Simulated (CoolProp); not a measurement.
n-perfluorohexane along the isobar 1.16 MPa: density (kg/m³) from the reference equation and from simpler models built on Tc = 174.9 °C, pc = 1.742 MPa, ω = 0.497; each cubic takes its own stable root.

Computed with CoolProp (reference Helmholtz-energy equation of state, Gao 2022).

| T (°C) | phase | reference | van der Waals | Redlich-Kwong | Soave-Redlich-Kwong | Peng-Robinson |
|---|---|---|---|---|---|---|
| -72.85 | liquid | 1952 | 1074 | 1591 | 1650 | 1850 |
| -55.45 | liquid | 1903 | 1053 | 1558 | 1624 | 1822 |
| -38.15 | liquid | 1856 | 1032 | 1522 | 1595 | 1792 |
| -20.85 | liquid | 1808 | 1010 | 1484 | 1564 | 1758 |
| -3.55 | liquid | 1761 | 986.8 | 1443 | 1529 | 1721 |
| 13.75 | liquid | 1713 | 962.0 | 1400 | 1491 | 1680 |
| 31.05 | liquid | 1664 | 935.4 | 1353 | 1448 | 1634 |
| 48.35 | liquid | 1612 | 906.6 | 1302 | 1401 | 1583 |
